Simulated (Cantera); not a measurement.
What does this Cantera script print?

```python
import numpy as np
import cantera as ct

gas = ct.Solution("gri30.yaml")
gas.TPX = 1498, 1000000, {'CH4': 1, 'O2': 1.82, 'N2': 6.84}
reactor = ct.IdealGasReactor(gas, energy="on", clone=False)
net = ct.ReactorNet([reactor])
net.rtol, net.atol = 1e-08, 1e-16
show = ['CH4', 'O2', 'NO2', 'C2H', 'C2H6', 'H2']
times = np.geomspace(7e-06, 5, 10)

steps = ct.SolutionArray(gas, extra=["t"])
rows = []
print(f"{'t/s':>10s}{'T/K':>9s}{'P/Pa':>11s}" + "".join(f"{s:>11s}" for s in show))
for t in times:
    while net.time < t:
        t_next = net.step()
        steps.append(gas.state, t=t_next)
    rows.append([np.interp(t, steps.t, y) for y in (steps.T, steps.P, *steps(*show).X.T)])
    print(f"{t:10.3e}{rows[-1][0]:9.1f}{rows[-1][1]:11.4g}" + "".join(f"{x:11.3e}" for x in rows[-1][2:]))
rate = np.gradient(steps.T, steps.t)
print("integrator steps:", len(steps.t))
if steps.T.max() > steps.T[0] + 200:
    print(f"time of steepest temperature rise: {steps.t[rate.argmax()]:.4e} s")
gas.TPX = 1498, 1000000, {'CH4': 1, 'O2': 1.82, 'N2': 6.84}
gas.equilibrate("UV")
print(f"equilibrium (UV): T = {gas.T:.1f} K  " + "  ".join(f"{s} {gas[s].X[0]:.3e}" for s in show))
```

Output:

```
       t/s      T/K       P/Pa        CH4         O2        NO2        C2H       C2H6         H2
 7.000e-06   1498.0      1e+06  1.035e-01  1.884e-01  1.048e-17  6.113e-21  1.389e-07  1.428e-06
 3.130e-05   1498.6      1e+06  1.032e-01  1.883e-01  2.686e-15  7.580e-17  3.279e-05  3.065e-05
 1.399e-04   1534.1  1.025e+06  9.691e-02  1.839e-01  2.189e-12  1.555e-12  1.137e-03  1.362e-03
 6.257e-04   3129.8  2.199e+06  8.069e-13  9.867e-03  5.978e-06  1.879e-16  1.724e-24  2.353e-02
 2.798e-03   3129.8  2.199e+06  8.069e-13  9.867e-03  5.978e-06  1.879e-16  1.724e-24  2.353e-02
 1.251e-02   3129.8  2.199e+06  8.069e-13  9.867e-03  5.978e-06  1.879e-16  1.724e-24  2.353e-02
 5.593e-02   3129.8  2.199e+06  8.069e-13  9.867e-03  5.978e-06  1.879e-16  1.724e-24  2.353e-02
 2.501e-01   3129.8  2.199e+06  8.069e-13  9.867e-03  5.978e-06  1.879e-16  1.724e-24  2.353e-02
 1.118e+00   3129.8  2.199e+06  8.069e-13  9.867e-03  5.978e-06  1.879e-16  1.724e-24  2.353e-02
 5.000e+00   3129.8  2.199e+06  8.069e-13  9.867e-03  5.978e-06  1.879e-16  1.724e-24  2.353e-02
integrator steps: 1987
time of steepest temperature rise: 1.8565e-04 s
equilibrium (UV): T = 3129.8 K  CH4 9.906e-13  O2 9.867e-03  NO2 5.978e-06  C2H 1.983e-16  C2H6 2.506e-24  H2 2.353e-02
```

Cantera simulation using GRI-Mech 3.0 (53 species, 325 reactions); the numbers are that mechanism's predictions, not measurements. Above 3000 K some thermodynamic fits are extrapolated.
